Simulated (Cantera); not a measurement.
What does this Cantera script print?

```python
import numpy as np
import cantera as ct

gas_names = """
    H HNO HNO2 HNO3 HO2 H2 H2O H2O2 N NH NH2 NH3 NH2OH NO NO2 NO3 N2 N2H2 N2H4 N2O O OH O2 O3 V VN VO
    VO2
""".split()
cond_names = """
    H2O(s) H2O(L) V(cr) V(L) VN(s) VO(s) VO(L) V2O3(s) V2O3(L) V2O4(I) V2O4(II) V2O4(L) V2O5(s) V2O5(L)
""".split()


def load(file, names, dense=False):
    # The tables refer to 1 bar. Condensed volumes are neglected.
    table = {s.name: s for s in ct.Species.list_from_file(file)}
    out = []
    for n in names:
        d = dict(table[n].input_data)
        d["thermo"] = dict(d["thermo"], **{"reference-pressure": 1e5})
        if dense:
            d["equation-of-state"] = {"model": "constant-volume", "density": "1e6 g/cm^3"}
        out.append(ct.Species.from_dict(d))
    return out


gas = ct.Solution(thermo="ideal-gas", species=load("nasa_gas.yaml", gas_names))
cond = {s.name: ct.Solution(thermo="fixed-stoichiometry", species=[s], name=s.name)
        for s in load("nasa_condensed.yaml", cond_names, dense=True)}
atoms = {
    'V2O5': {'V': 2, 'O': 5},
    'H2': {'H': 2},
    'N2': {'N': 2},
}
top_T = {'VN(s)': 2300}  # K; cautious upper limits of use, not melting points


def equilibrate(T, P, feed):
    n = {}
    for name, mol in feed.items():
        for a, k in atoms[name].items():
            n[a] = n.get(a, 0.0) + k * mol
    gas.TPX = T, P, n
    mass = sum(n.values()) * gas.mean_molecular_weight
    gas.equilibrate("TP")
    valid = [c for c in cond.values() if c.min_temp <= T <= top_T.get(c.name, c.max_temp)]
    mix = ct.Mixture([(gas, mass / gas.mean_molecular_weight)] + [(c, 0.0) for c in valid])
    mix.T, mix.P = T, P
    mix.equilibrate("TP", solver="vcs", rtol=1e-11, max_steps=5000)
    return mix


results = []
feed = {'V2O5': 1, 'H2': 0.42, 'N2': 1.3}  # mol
P = 240  # Pa
for T in [1400, 1450, 1500, 1550, 1600, 1650, 1700, 1750, 1800, 1850, 1900, 1950, 2000]:
    mix = equilibrate(T, P, feed)
    results.append((T, P, feed, dict(zip(mix.species_names, mix.species_moles))))
    x = sorted(zip(gas.X, gas.species_names), reverse=True)
    print(f"T = {T:g} K  P = {P:g} Pa  gas = {mix.phase_moles(0):.4g} mol")
    print("   x: " + "  ".join(f"{s} {v:.3e}" for v, s in x if v > 1e-06))
    print("   condensed (mol): " + ("  ".join(f"{mix.phase(i).name} {mix.phase_moles(i):.4g}"
          for i in range(1, mix.n_phases) if mix.phase_moles(i) > 1e-12) or "none"))
```

Result:

```
T = 1400 K  P = 240 Pa  gas = 2.01 mol
   x: N2 6.465e-01  H2O 2.088e-01  O2 1.440e-01  NO 5.434e-04  OH 1.829e-04  O 7.329e-06  H2 5.077e-06  VO2 3.006e-06
   condensed (mol): V2O4(II) 1
T = 1450 K  P = 240 Pa  gas = 2.01 mol
   x: N2 6.463e-01  H2O 2.088e-01  O2 1.438e-01  NO 7.122e-04  OH 2.962e-04  O 1.555e-05  VO2 1.140e-05  H2 1.065e-05
   condensed (mol): V2O4(II) 1
T = 1500 K  P = 240 Pa  gas = 2.01 mol
   x: N2 6.462e-01  H2O 2.087e-01  O2 1.437e-01  NO 9.165e-04  OH 4.644e-04  VO2 3.940e-05  O 3.137e-05  H2 2.126e-05  H 1.657e-06
   condensed (mol): V2O4(II) 1
T = 1550 K  P = 240 Pa  gas = 2.011 mol
   x: N2 6.460e-01  H2O 2.085e-01  O2 1.435e-01  NO 1.160e-03  OH 7.071e-04  VO2 1.252e-04  O 6.051e-05  H2 4.061e-05  H 4.097e-06
   condensed (mol): V2O4(II) 0.9999
T = 1600 K  P = 240 Pa  gas = 2.011 mol
   x: N2 6.456e-01  H2O 2.082e-01  O2 1.432e-01  NO 1.447e-03  OH 1.048e-03  VO2 3.689e-04  O 1.120e-04  H2 7.450e-05  H 9.579e-06
   condensed (mol): V2O4(II) 0.9996
T = 1650 K  P = 240 Pa  gas = 2.013 mol
   x: N2 6.449e-01  H2O 2.077e-01  O2 1.428e-01  NO 1.778e-03  OH 1.516e-03  VO2 1.015e-03  O 1.997e-04  H2 1.317e-04  H 2.128e-05
   condensed (mol): V2O4(II) 0.999
T = 1700 K  P = 240 Pa  gas = 2.017 mol
   x: N2 6.434e-01  H2O 2.069e-01  O2 1.421e-01  VO2 2.621e-03  NO 2.156e-03  OH 2.143e-03  O 3.440e-04  H2 2.251e-04  H 4.513e-05
   condensed (mol): V2O4(II) 0.9974
T = 1750 K  P = 240 Pa  gas = 2.026 mol
   x: N2 6.405e-01  H2O 2.055e-01  O2 1.411e-01  VO2 6.394e-03  OH 2.963e-03  NO 2.579e-03  O 5.735e-04  H2 3.725e-04  H 9.163e-05
   condensed (mol): V2O4(II) 0.9935
T = 1800 K  P = 240 Pa  gas = 2.044 mol
   x: N2 6.344e-01  H2O 2.028e-01  O2 1.392e-01  VO2 1.480e-02  OH 4.004e-03  NO 3.037e-03  O 9.268e-04  H2 5.975e-04  H 1.787e-04
   condensed (mol): V2O4(II) 0.9849
T = 1850 K  P = 240 Pa  gas = 2.079 mol
   x: N2 6.235e-01  H2O 1.983e-01  O2 1.362e-01  VO2 3.054e-02  OH 5.283e-03  NO 3.512e-03  O 1.453e-03  H2 9.294e-04  H 3.352e-04
   condensed (mol): V2O4(L) 0.9683
T = 1900 K  P = 240 Pa  gas = 2.144 mol
   x: N2 6.044e-01  H2O 1.908e-01  O2 1.313e-01  VO2 5.845e-02  OH 6.786e-03  NO 3.971e-03  O 2.207e-03  H2 1.400e-03  H 6.061e-04  VO 1.320e-06
   condensed (mol): V2O4(L) 0.9373
T = 1950 K  P = 240 Pa  gas = 2.267 mol
   x: N2 5.713e-01  H2O 1.785e-01  O2 1.233e-01  VO2 1.078e-01  OH 8.415e-03  NO 4.340e-03  O 3.236e-03  H2 2.032e-03  H 1.055e-03  VO 4.490e-06
   condensed (mol): V2O4(L) 0.8778
T = 2000 K  P = 240 Pa  gas = 2.511 mol
   x: N2 5.155e-01  VO2 1.920e-01  H2O 1.586e-01  O2 1.104e-01  OH 9.916e-03  O 4.537e-03  NO 4.491e-03  H2 2.812e-03  H 1.760e-03  VO 1.468e-05
   condensed (mol): V2O4(L) 0.7589
```

Method: chemical equilibrium by Gibbs-energy minimisation in Cantera with the NASA 1993 tables (ideal gas, pure condensed phases). Condensed phases not in the tables: the oxides between V2O3 and V2O5 other than VO2.
